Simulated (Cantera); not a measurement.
A closed system holds: 1 mol SiHCl₃, 0.0085 mol Cl₂, 77 mol N₂.

These are equilibrium values from Cantera (NASA tables, ideal gas, pure condensed phases), not measurements of a reactor. Candidate condensed phases: NH₄Cl, Si, Si₃N₄; 28 gas species. N₂ is the only nitrogen source here; it is nearly inert below about 1500 K, so the nitride shown seldom forms there in practice. The tables' values for SiCl₃ are old estimates. The numbers say what is thermodynamically allowed, not how fast it happens.

Stable condensed phases, one row left out:

```
T in K \ P in Pa
            100    260    670   1700   4500  12000  30000  77000 200000
   1648       A      A      A      A      A      A      B      B      B
   1448       A      A      B      B      B      B      B      B      B
   1348       B      B      B      B      B      B      B      B      B
   1248       B      B      B      B      B      B      B      B      B
   1148       B      B      B      B      B      B      B      B      B
   1048       B      B      B      B      B      B      B      B      B
    948       B      B      B      B      B      B      B      B      B
    848       B      B      B      B      B      B      B      B      B
```

A: gas only; B: Si₃N₄.

Question: Give the row for 1548 K.

Answer: 100: gas only; 260: gas only; 670: gas only; 1700: gas only; 4500: Si₃N₄; 12000: Si₃N₄; 30000: Si₃N₄; 77000: Si₃N₄; 200000: Si₃N₄.
